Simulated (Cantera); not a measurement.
## Low-pressure radical oxidation in H2/O2

A perfectly stirred reactor is fed with 1.69 % H₂, 76.8 % O₂, 21.5 % N₂, at 10.5 Torr; it is held at 925 K, and followed from long to short residence time.

Computed with Cantera and GRI-Mech 3.0 (53 species, 325 reactions). Radical loss at walls, strong at low pressure, is not modelled. Below about 950 K walls govern HO2 and H2O2 in real vessels.

```
τ (s)       x H₂   x O₂      x NO   x H₂O₂     x N₂O   x NO₂
------  --------  -----  --------  -------  --------  ------
0.99    0.000436  0.766   1.15e-9  5.59e-8   1.36e-9  <1e-12
0.50    0.000629  0.765   1.56e-9  6.79e-8   1.06e-9  <1e-12
0.26    0.000895  0.765   2.05e-9  8.14e-8  8.11e-10  <1e-12
0.13     0.00130  0.765   2.61e-9  9.75e-8  5.91e-10  <1e-12
0.066    0.00189  0.764   3.08e-9  1.14e-7  4.17e-10  <1e-12
0.034    0.00273  0.763   3.24e-9  1.31e-7  2.82e-10  <1e-12
0.017    0.00404  0.763   2.84e-9  1.48e-7  1.73e-10  <1e-12
0.0088   0.00591  0.763   1.92e-9  1.59e-7  9.71e-11  <1e-12
0.0045   0.00869  0.764  8.38e-10  1.56e-7  4.51e-11  <1e-12
0.0023    0.0124  0.765  1.64e-10  1.10e-7  1.49e-11  <1e-12
```
x: mole fraction; the columns are a selection and need not sum to one.
